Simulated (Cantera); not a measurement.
An adiabatic, constant-pressure homogeneous reactor starts with C₃H₈ : O₂ : N₂ : CO₂ = 1 : 13.2 : 49.5 : 19 (molar parts), at 1675 K and 1.00 bar.

Model: GRI-Mech 3.0 (53 species, 325 reactions), integrated in Cantera.

One state of this run: T (K) = 2098; x C₃H₈ = <1e-12; x O₂ = 0.103; x CO₂ = 0.244; x C₂H₆ = <1e-12; x HCN = <1e-12. x: mole fraction; the columns are a selection and need not sum to one.

Task: Which value of t (s) does it belong to?
A. 2.03e-5
B. 6.37e-6
C. 0.000658
D. 2.00e-6

Result: C, 0.000658
